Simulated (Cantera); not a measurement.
Input (Python, Cantera) and output of one run.

```python
import numpy as np
import cantera as ct

gas_names = """
    Ca H2O H2
""".split()
cond_names = """
    CaO(s) CaO(L)
""".split()


# ... load() reads the species with a 1 bar reference pressure and builds the phases ...
species = {s.name: s for s in load("nasa_gas.yaml", gas_names) + load("nasa_condensed.yaml", cond_names)}
# Each term lists the table entries of one substance; the one whose range holds T is used.
reactions = {
    'Ca(g) + H2O(g) = H2(g) + CaO':
        [(-1, ['Ca']), (-1, ['H2O']), (1, ['H2']), (1, ['CaO(s)', 'CaO(L)'])],
}


def pick(names, T):
    return next(species[n] for n in names if species[n].thermo.min_temp <= T <= species[n].thermo.max_temp)


results = []
for label, terms in reactions.items():
    print(label)
    print("     T/K   dH/kJ  dS/(J/K)   dG/kJ   log10 K")
    for T in [300, 423, 623, 823, 1023, 1223, 1423, 1623, 1823, 2023, 2223, 2423]:
        used = [(nu, pick(names, T)) for nu, names in terms]
        dH = sum(nu * s.thermo.h(T) for nu, s in used) / 1e6
        dS = sum(nu * s.thermo.s(T) for nu, s in used) / 1e3
        dG = dH - T * dS / 1e3
        logK = -dG * 1e6 / (ct.gas_constant * T * np.log(10))
        results.append((label, T, dH, dS, dG, logK, [s.name for _, s in used]))
        print(f"{T:8g} {dH:8.1f} {dS:8.1f} {dG:8.1f} {logK:8.2f}")
```

It prints:

```
Ca(g) + H2O(g) = H2(g) + CaO
     T/K   dH/kJ  dS/(J/K)   dG/kJ   log10 K
     300   -571.0   -174.7   -518.6    90.30
     423   -568.7   -168.1   -497.6    61.44
     623   -564.2   -159.5   -464.8    38.97
     823   -559.7   -153.2   -433.6    27.52
    1023   -555.2   -148.3   -403.5    20.60
    1223   -551.0   -144.5   -374.2    15.98
    1423   -546.8   -141.4   -345.6    12.69
    1623   -542.7   -138.7   -317.6    10.22
    1823   -538.6   -136.3   -290.1     8.31
    2023   -534.6   -134.2   -263.1     6.79
    2223   -530.6   -132.3   -236.5     5.56
    2423   -526.6   -130.6   -210.2     4.53
```

Source: NASA polynomial tables (part measured, part estimated), evaluated in Cantera. Condensed species are held in their standard states even where they would react or evaporate.
